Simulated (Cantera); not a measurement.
Transport properties of process gases

Gas mixture: 38.6 % N₂, 25.9 % O₂, 35.5 % CO₂, at 400000 Pa, frozen composition.

Cantera's kinetic-theory transport with the Lennard-Jones parameters of GRI-Mech 3.0, ideal gas; thermal conductivity in the multicomponent form.

```json
[
 {"T (K)": "400", "ρ (kg/m³)": "4.18", "cp (J/kg/K)": "972.6", "μ (µPa s)": "22.0", "λ (mW/m/K)": "30.2", "Pr": "0.710", "D (cm²/s) H": "0.485", "D (cm²/s) OH": "0.122", "D (cm²/s) NH₃": "0.0859"},
 {"T (K)": "500", "ρ (kg/m³)": "3.34", "cp (J/kg/K)": "1017", "μ (µPa s)": "26.2", "λ (mW/m/K)": "37.3", "Pr": "0.714", "D (cm²/s) H": "0.719", "D (cm²/s) OH": "0.179", "D (cm²/s) NH₃": "0.131"},
 {"T (K)": "600", "ρ (kg/m³)": "2.78", "cp (J/kg/K)": "1058", "μ (µPa s)": "30.0", "λ (mW/m/K)": "44.3", "Pr": "0.717", "D (cm²/s) H": "0.987", "D (cm²/s) OH": "0.245", "D (cm²/s) NH₃": "0.184"},
 {"T (K)": "700", "ρ (kg/m³)": "2.39", "cp (J/kg/K)": "1094", "μ (µPa s)": "33.5", "λ (mW/m/K)": "51.0", "Pr": "0.718", "D (cm²/s) H": "1.29", "D (cm²/s) OH": "0.318", "D (cm²/s) NH₃": "0.243"},
 {"T (K)": "800", "ρ (kg/m³)": "2.09", "cp (J/kg/K)": "1127", "μ (µPa s)": "36.8", "λ (mW/m/K)": "57.6", "Pr": "0.719", "D (cm²/s) H": "1.62", "D (cm²/s) OH": "0.398", "D (cm²/s) NH₃": "0.309"},
 {"T (K)": "900", "ρ (kg/m³)": "1.86", "cp (J/kg/K)": "1155", "μ (µPa s)": "39.9", "λ (mW/m/K)": "64.1", "Pr": "0.720", "D (cm²/s) H": "1.97", "D (cm²/s) OH": "0.485", "D (cm²/s) NH₃": "0.380"},
 {"T (K)": "1000", "ρ (kg/m³)": "1.67", "cp (J/kg/K)": "1180", "μ (µPa s)": "42.9", "λ (mW/m/K)": "70.3", "Pr": "0.720", "D (cm²/s) H": "2.36", "D (cm²/s) OH": "0.579", "D (cm²/s) NH₃": "0.458"},
 {"T (K)": "1100", "ρ (kg/m³)": "1.52", "cp (J/kg/K)": "1199", "μ (µPa s)": "45.8", "λ (mW/m/K)": "76.2", "Pr": "0.721", "D (cm²/s) H": "2.77", "D (cm²/s) OH": "0.678", "D (cm²/s) NH₃": "0.540"}
]
```
D: mixture-averaged diffusion coefficient of that species in the mixture.
